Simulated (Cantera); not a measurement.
# Thermodynamics of silicon epitaxy and polysilicon growth, feed SiH₂Cl₂ + Cl₂ + H₂

Input: 1 mol SiH₂Cl₂, 0.0077 mol Cl₂, 5.8 mol H₂, at 290 Pa.

Equilibrium computed with Cantera from the NASA thermochemical tables; the gas is ideal and each condensed phase is pure. Candidate condensed phases: Si; 19 gas species. The tables' values for SiCl₃, SiCl are old estimates; treat these amounts as uncertain. Rates play no part.

```csv
T (K),x H₂,x HCl,x SiCl₂,x SiCl₄,x SiCl₃,x SiHCl₃,x H,n Si(s)
1023,0.890,0.0489,0.00478,0.0457,0.00322,0.00703,7.25e-8,0.550
1073,0.874,0.0677,0.0102,0.0373,0.00488,0.00590,2.43e-7,0.564
1123,0.855,0.0878,0.0190,0.0271,0.00644,0.00452,7.31e-7,0.569
1173,0.837,0.106,0.0305,0.0166,0.00717,0.00306,2.00e-6,0.562
1223,0.822,0.119,0.0418,0.00846,0.00666,0.00181,5.06e-6,0.548
1273,0.814,0.126,0.0503,0.00369,0.00532,0.000954,1.19e-5,0.533
1323,0.810,0.128,0.0557,0.00150,0.00391,0.000480,2.65e-5,0.521
1373,0.808,0.129,0.0591,0.000607,0.00279,0.000241,5.56e-5,0.511
1423,0.808,0.128,0.0614,0.000254,0.00198,0.000124,0.000111,0.503
1473,0.808,0.127,0.0630,0.000111,0.00143,6.61e-5,0.000211,0.496
1523,0.808,0.126,0.0643,5.08e-5,0.00105,3.65e-5,0.000386,0.489
1573,0.808,0.125,0.0653,2.44e-5,0.000778,2.09e-5,0.000679,0.483
```
x: gas mole fraction; n: condensed amount in mol.

From 1023 K to 1573 K the condensed part is Si(s). The main Si-bearing gas is SiCl₄ at 1023 K and SiCl₂ at 1573 K. The share of Si in condensed phases is highest at 1123 K (56.9 %) and lowest at 1573 K (48.3 %).
